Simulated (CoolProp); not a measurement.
Carbon monoxide along the isotherm -168.85 °C: density (kg/m³) from the reference equation and from simpler models built on Tc = -140.3 °C, pc = 3.498 MPa, ω = 0.050; each cubic takes its own stable root.

Values from CoolProp's reference Helmholtz-energy equation of state, Lemmon 2006. It is a short technical equation, of lower accuracy than the large ones.

```json
[
 {"p (MPa)": "0.194", "phase": "gas", "reference": "6.516", "van der Waals": "6.460", "Redlich-Kwong": "6.517", "Peng-Robinson": "6.535"},
 {"p (MPa)": "0.389", "phase": "gas", "reference": "13.66", "van der Waals": "13.39", "Redlich-Kwong": "13.65", "Peng-Robinson": "(withheld)"},
 {"p (MPa)": "0.583", "phase": "gas", "reference": "21.55", "van der Waals": "20.83", "Redlich-Kwong": "21.51", "Peng-Robinson": "21.70"},
 {"p (MPa)": "0.777", "phase": "liquid", "reference": "681.9", "van der Waals": "28.94", "Redlich-Kwong": "(withheld)", "Peng-Robinson": "750.4"},
 {"p (MPa)": "0.972", "phase": "liquid", "reference": "683.1", "van der Waals": "37.99", "Redlich-Kwong": "662.6", "Peng-Robinson": "(withheld)"},
 {"p (MPa)": "1.17", "phase": "liquid", "reference": "684.2", "van der Waals": "48.47", "Redlich-Kwong": "(withheld)", "Peng-Robinson": "754.0"},
 {"p (MPa)": "1.36", "phase": "liquid", "reference": "685.3", "van der Waals": "466.8", "Redlich-Kwong": "666.1", "Peng-Robinson": "(withheld)"},
 {"p (MPa)": "1.55", "phase": "liquid", "reference": "686.4", "van der Waals": "468.8", "Redlich-Kwong": "667.7", "Peng-Robinson": "757.4"},
 {"p (MPa)": "1.75", "phase": "liquid", "reference": "687.5", "van der Waals": "470.9", "Redlich-Kwong": "669.4", "Peng-Robinson": "(withheld)"}
]
```

What belongs in the gaps?


- 0.389, Peng-Robinson: 13.73
- 0.777, Redlich-Kwong: 660.8
- 0.972, Peng-Robinson: 752.2
- 1.17, Redlich-Kwong: 664.4
- 1.36, Peng-Robinson: 755.7
- 1.75, Peng-Robinson: 759.1

At some of these states van der Waals gives the other phase, because its saturation line lies elsewhere.
